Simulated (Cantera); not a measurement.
An adiabatic, constant-volume homogeneous reactor starts with 10.1 % CH4, 1.62 % C2H6, 18.5 % O2, 69.7 % N2, at 950 K and 2.37 atm.

Model: GRI-Mech 3.0 (53 species, 325 reactions), integrated in Cantera. Below about 1000 K GRI-Mech 3.0 lacks low-temperature oxidation paths.

**Question.** Predict: time of steepest temperature rise; temperature at 5.00 s; equilibrium temperature; x(O2) at 5.00 s; x(NO) at 5.00 s; x(H2) at 5.00 s; x(HCO) at 5.00 s.

**Answer.** 
```
Quantity                                                               Value
---------------------------------  -----------------------------------------
time of steepest temperature rise                                    0.168 s
temperature at 5.00 s                                                 2785 K
equilibrium temperature                                               2785 K
x(O2) at 5.00 s                    0.000551 (gas-phase equilibrium 0.000551)
x(NO) at 5.00 s                      0.00167 (gas-phase equilibrium 0.00167)
x(H2) at 5.00 s                        0.0541 (gas-phase equilibrium 0.0541)
x(HCO) at 5.00 s                     4.12e-7 (gas-phase equilibrium 4.12e-7)
```
